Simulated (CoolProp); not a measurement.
The numbers come from the reference Helmholtz-energy equation of state, de Reuck 1993 in CoolProp.

**Question.** For methanol, give the phase and the density (kg/m³), cp (kJ/(kg K)), isothermal compressibility (1/MPa), Prandtl number at 310 K and 106 bar; 335.8 K and 106 bar; 346.2 K and 106 bar.

**Answer.** 
- 310 K and 106 bar: liquid; density 786, cp 2.60, isothermal compressibility 0.00119, Prandtl number 6.27
- 335.8 K and 106 bar: liquid; density 762, cp 2.78, isothermal compressibility 0.00141, Prandtl number 5.00
- 346.2 K and 106 bar: liquid; density 753, cp 2.87, isothermal compressibility 0.00151, Prandtl number 4.64

Viscosity comes from a separate model (Xiang 2006). Thermal conductivity comes from a separate model (Sykioti 2013).
